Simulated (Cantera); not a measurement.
Thermodynamics of thermal oxidation and active oxidation of silicon, feed Si + CO₂ + H₂

Charge: 1 mol Si, 0.033 mol CO₂, 480 mol H₂, held at 1223 K and 0.00630 bar.

Cantera equilibrium calculation (NASA polynomials, part measured and part estimated; ideal gas, pure solids and liquids). Candidate condensed phases: C, C₆H₆, C₇H₈, C₈H₁₈, H₂O, Si, SiC, SiO₂; 123 gas species. Mutual solubility and eutectic melting of coexisting phases are not modelled. Equilibrium is a limit: real reactors are often held back by kinetics, nucleation or transport.

```json
{
 "x(H₂)": "1.000",
 "x(SiO)": "0.000136",
 "x(H)": "3.79e-6",
 "x(CO)": "1.09e-6",
 "n(Si(s))": "0.902 mol",
 "n(SiC(s))": "0.0324 mol",
 "gas_amount": "480.1 mol",
 "log10 activity of C(graphite) (absent)": "-2.71"
}
```
